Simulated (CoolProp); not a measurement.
Vapour-liquid equilibrium of R1234yf (1) + isobutane (2) at -49.05 °C; x and y are mole fractions of (1).

Computed with CoolProp (multi-fluid Helmholtz-energy mixture model, Lemmon 2022 and Bücker 2006; pair parameters Bell 2016).

| x | bubble pressure (MPa) | y at the bubble point | dew pressure at overall composition x (MPa) | liquid density (mol/L) |
|---|---|---|---|---|
| 0.05 | 0.02424 | 0.300 | 0.01856 | 10.91 |
| 0.15 | 0.03203 | 0.508 | 0.02049 | 10.93 |
| 0.25 | 0.03595 | 0.587 | 0.02286 | 10.95 |
| 0.35 | 0.03805 | 0.629 | 0.02580 | 10.99 |
| 0.45 | 0.03933 | 0.660 | 0.02949 | 11.04 |
| 0.55 | 0.04024 | 0.688 | 0.03408 | 11.11 |
| 0.65 | 0.04091 | 0.721 | 0.03896 | … |
| 0.75 | … | 0.765 | 0.04122 | … |
| 0.85 | 0.04120 | 0.830 | … | … |
| 0.95 | 0.04020 | 0.929 | 0.03991 | 11.48 |

Question: What belongs in the gaps?

Answer: 
- 0.65, liquid density (mol/L): 11.18
- 0.75, bubble pressure (MPa): 0.04131
- 0.75, liquid density (mol/L): 11.27
- 0.85, dew pressure at overall composition x (MPa): 0.04105
- 0.85, liquid density (mol/L): 11.37

y crosses x between x = 0.75 and 0.85: the model has an azeotrope there.

Pair parameters are fitted to limited data, so mixtures are less certain than the pure fluids. With so large a gap from Raoult's law the liquid may split in two, which this calculation doesn't test in full.
